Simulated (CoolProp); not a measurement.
The fluoroketone C6F12O (FK-5-1-12) along the isobar 0.944 MPa: Z from the reference equation and from simpler models built on Tc = 441.8 K, pc = 1.869 MPa, ω = 0.471; each cubic takes its own stable root.

The numbers come from the reference Helmholtz-energy equation of state, McLinden 2015 in CoolProp.

```csv
T (K),phase,reference,van der Waals,Redlich-Kwong,Peng-Robinson
216.4,liquid,0.09048,0.1554,0.1050,0.08980
247.9,liquid,0.08280,0.1411,0.09587,0.08107
279.4,liquid,0.07732,0.1311,0.08979,0.07501
310.9,liquid,0.07360,0.1245,0.08621,0.07116
342.4,liquid,0.07153,0.1213,0.08515,0.06947
373.9,liquid,0.07142,0.1230,0.08763,0.07067
437,gas,0.7865,0.8185,0.7944,0.7736
468.5,gas,0.8465,0.8529,0.8401,0.8337
500,gas,0.8852,0.8784,0.8725,0.8746
```
